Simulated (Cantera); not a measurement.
Charge: 1 mol CuO, 3.7 mol CH₄, 1.2 mol N₂, held at 552 °C and 5.60 bar.

These are equilibrium values from Cantera (NASA tables, ideal gas, pure condensed phases), not measurements of a reactor. Candidate condensed phases: C, C₆H₆, C₇H₈, C₈H₁₈, Cu, CuO, Cu(OH)₂, Cu₂O, H₂O; 139 gas species. The numbers say what is thermodynamically allowed, not how fast it happens.

Base state: CH₄ 0.385, H₂ 0.276, N₂ 0.190, H₂O 0.130, CO₂ 0.0112, CO 0.00667, NH₃ 0.000828, C₂H₆ 1.49e-5 (mole fractions); condensed: C(graphite) + Cu(s).

### Question
What changes in the equilibrium state with this change: temperature from 552 °C to 1877 °C?

### Answer
```tsv
species	before	after
H₂	0.276	0.760
N₂	0.190	0.121
CO	0.00667	0.104
CH₄	0.385	0.000951
H₂O	0.130	2.98e-5
CO₂	0.0112	7.96e-7
Cu	<1e-9	0.00280
H	<1e-9	0.00155
C₂H₂ (acetylene)	<1e-9	0.00147
HNC	<1e-9	0.000565
C(graphite), mol	1.17	2.58
Cu(s), mol	1.00	0
Cu(l), mol	0	0.973
```
